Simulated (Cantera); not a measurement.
Cantera run:

```python
import numpy as np
import cantera as ct

gas_names = """
    H HNO HNO2 HNO3 HO2 H2 H2O H2O2 N NH NH2 NH3 NH2OH NO NO2 NO3 N2 N2H2 N2H4 N2O O OH O2 O3
""".split()
cond_names = """
    H2O(s) H2O(L)
""".split()


def load(file, names, dense=False):
    # The tables refer to 1 bar. Condensed volumes are neglected.
    table = {s.name: s for s in ct.Species.list_from_file(file)}
    out = []
    for n in names:
        d = dict(table[n].input_data)
        d["thermo"] = dict(d["thermo"], **{"reference-pressure": 1e5})
        if dense:
            d["equation-of-state"] = {"model": "constant-volume", "density": "1e6 g/cm^3"}
        out.append(ct.Species.from_dict(d))
    return out


gas = ct.Solution(thermo="ideal-gas", species=load("nasa_gas.yaml", gas_names))
cond = {s.name: ct.Solution(thermo="fixed-stoichiometry", species=[s], name=s.name)
        for s in load("nasa_condensed.yaml", cond_names, dense=True)}
atoms = {
    'NH3': {'N': 1, 'H': 3},
    'H2': {'H': 2},
    'O2': {'O': 2},
}
top_T = {}  # K; cautious upper limits of use, not melting points


def equilibrate(T, P, feed):
    n = {}
    for name, mol in feed.items():
        for a, k in atoms[name].items():
            n[a] = n.get(a, 0.0) + k * mol
    gas.TPX = T, P, n
    mass = sum(n.values()) * gas.mean_molecular_weight
    gas.equilibrate("TP")
    valid = [c for c in cond.values() if c.min_temp <= T <= top_T.get(c.name, c.max_temp)]
    mix = ct.Mixture([(gas, mass / gas.mean_molecular_weight)] + [(c, 0.0) for c in valid])
    mix.T, mix.P = T, P
    mix.equilibrate("TP", solver="vcs", rtol=1e-11, max_steps=5000)
    return mix


results = []
feed = {'NH3': 1, 'H2': 0.089, 'O2': 0.3}  # mol
P = 1000  # Pa
for T in [923, 1073, 1223, 1373, 1523, 1673, 1823, 1973, 2123]:
    mix = equilibrate(T, P, feed)
    results.append((T, P, feed, dict(zip(mix.species_names, mix.species_moles))))

top = {s: max(r[3][s] / sum(r[3][g] for g in gas_names) for r in results) for s in gas_names}
cols = sorted((s for s in top if top[s] > 1e-05), key=lambda s: -top[s])[:8]
seen = [c for c in cond_names if any(r[3].get(c, 0) > 1e-12 for r in results)]
print("log10 of partial pressures in bar; condensed amounts in mol")
print(f"{'T/K':>10s}" + "".join(f"{s[:9]:>10s}" for s in cols + seen))
for T, P, feed, n in results:
    ng = sum(n[g] for g in gas_names)
    print(f"{T:10.4g}" + "".join(f"{np.log10(max(n[s] / ng * P / 1e5, 1e-99)):10.3f}" for s in cols)
          + "".join(f"{n.get(c, 0):10.4g}" for c in seen))
```

Result:

```
log10 of partial pressures in bar; condensed amounts in mol
       T/K        H2       H2O        N2         H        OH         O        NO        O2
       923    -2.325    -2.542    -2.621   -10.774   -13.926   -22.258   -17.177   -22.709
      1073    -2.325    -2.542    -2.621    -9.016   -11.660   -18.299   -14.494   -18.788
      1223    -2.325    -2.542    -2.621    -7.684    -9.947   -15.303   -12.463   -15.818
      1373    -2.325    -2.542    -2.621    -6.640    -8.605   -12.956   -10.872   -13.491
      1523    -2.325    -2.542    -2.621    -5.799    -7.527   -11.067    -9.593   -11.617
      1673    -2.325    -2.542    -2.621    -5.106    -6.641    -9.514    -8.541   -10.076
      1823    -2.327    -2.543    -2.622    -4.527    -5.900    -8.214    -7.661    -8.785
      1973    -2.331    -2.545    -2.623    -4.035    -5.272    -7.109    -6.913    -7.687
      2123    -2.341    -2.551    -2.627    -3.616    -4.733    -6.157    -6.269    -6.738
```

Equilibrium computed with Cantera from the NASA thermochemical tables; the gas is ideal and each condensed phase is pure.
